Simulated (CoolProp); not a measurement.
Properties of C2F6 (R116) at several states (Tc = 19.9 °C, pc = 3.048 MPa, ω = 0.257).

Values from CoolProp's reference Helmholtz-energy equation of state, Lemmon 2006. It is a short technical equation, of lower accuracy than the large ones.

```tsv
T (°C)	p (MPa)	phase	density (kg/m³)	Joule-Thomson coefficient (K/MPa)	conductivity (mW/(m K))
96.45	1.33	gas	63.86	4.913	20.8
-59.05	0.962	liquid	1522	-0.2111	69.0
22.85	0.0119	gas	0.6682	8.319	14.6
```

Thermal conductivity comes from a separate model (Huber 2003), an estimate that may be off by 10 % or more.
